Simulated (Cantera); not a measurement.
Cantera run:

```python
import numpy as np
import cantera as ct

gas_names = [...]  # 87 gases of nasa_gas.yaml made of C, H, Si
cond_names = """
    C(gr) C6H6(L) C7H8(L) C8H18(L),n-octa Si(cr) Si(L) SiC(b)
""".split()


# ... load() reads the species with a 1 bar reference pressure and builds the phases ...
atoms = {
    'SiH4': {'Si': 1, 'H': 4},
    'C2H2': {'C': 2, 'H': 2},
    'H2': {'H': 2},
}
top_T = {'C(gr)': 4500, 'SiC(b)': 3050}  # K; cautious upper limits of use, not melting points


# ... equilibrate(T, P, feed) seeds the gas with the atoms and calls Mixture.equilibrate('TP', solver="vcs", rtol=1e-11, max_steps=5000) ...
results = []
feed = {'SiH4': 1, 'C2H2': 0.38, 'H2': 21}  # mol
P = 1000  # Pa
for T in [1973, 2023, 2073, 2123, 2173, 2223, 2273, 2323, 2373, 2423, 2473]:
    mix = equilibrate(T, P, feed)
    results.append((T, P, feed, dict(zip(mix.species_names, mix.species_moles))))

top = {s: max(r[3][s] / sum(r[3][g] for g in gas_names) for r in results) for s in gas_names}
cols = sorted((s for s in top if top[s] > 0.001), key=lambda s: -top[s])[:7]
seen = [c for c in cond_names if any(r[3].get(c, 0) > 1e-12 for r in results)]
print("log10 of partial pressures in bar; condensed amounts in mol")
print(f"{'T/K':>10s}" + "".join(f"{s[:9]:>10s}" for s in cols + seen))
for T, P, feed, n in results:
    ng = sum(n[g] for g in gas_names)
    print(f"{T:10.4g}" + "".join(f"{np.log10(max(n[s] / ng * P / 1e5, 1e-99)):10.3f}" for s in cols)
          + "".join(f"{n.get(c, 0):10.4g}" for c in seen))
```

Output:

```
log10 of partial pressures in bar; condensed amounts in mol
       T/K        H2         H        Si C2H2,acet      SiC2      Si2C     C(gr)     Si(L)    SiC(b)
      1973    -2.007    -3.874    -4.501    -7.811    -8.549    -6.113         0    0.1544    0.7581
      2023    -2.011    -3.727    -4.245    -7.509    -8.031    -5.765         0   0.08571    0.7557
      2073    -2.016    -3.588    -4.053    -7.120    -7.486    -5.487         0         0    0.7517
      2123    -2.020    -3.455    -4.047    -6.396    -6.791    -5.398         0         0    0.7476
      2173    -2.026    -3.329    -4.033    -5.725    -6.138    -5.305         0         0    0.7353
      2223    -2.033    -3.210    -3.987    -5.151    -5.546    -5.184         0         0    0.6954
      2273    -2.044    -3.098    -3.889    -4.714    -5.036    -5.016         0         0    0.5943
      2323    -2.060    -2.993    -3.748    -4.395    -4.595    -4.807         0         0     0.387
      2373    -2.080    -2.895    -3.560    -4.291    -4.314    -4.599    0.1727         0         0
      2423    -2.097    -2.800    -3.557    -4.209    -4.243    -4.764   0.07762         0         0
      2473    -2.118    -2.711    -3.558    -4.156    -4.201    -4.942         0         0         0
```

Cantera equilibrium calculation (NASA polynomials, part measured and part estimated; ideal gas, pure solids and liquids). Mutual solubility and eutectic melting of coexisting phases are not modelled. Gases not in the tables: Si2H6 and higher silanes.
